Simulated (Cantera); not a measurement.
A freely propagating, adiabatic, planar premixed flame of CH4 : C2H6 : O2 : N2 : CO2 = 1 : 0.06 : 1.84 : 5.16 : 0.58 (molar parts), unburnt at 700 K and 1000000 Pa; mixture-averaged transport, grid criteria slope 0.08 and curve 0.16, no radiation.

Computed with Cantera and GRI-Mech 3.0 (53 species, 325 reactions). Burning velocities carry a grid error of a few per cent, more on coarse grids.

**Question.** Predict: laminar burning velocity; thermal thickness; peak x(C2H4); peak x(CH2).

**Answer.** 
| Item | Value |
|---|---|
| laminar burning velocity | 84.5 cm/s |
| thermal thickness | 0.0508 mm |
| peak x(C2H4) | 0.00239 |
| peak x(CH2) | 8.30e-5 |
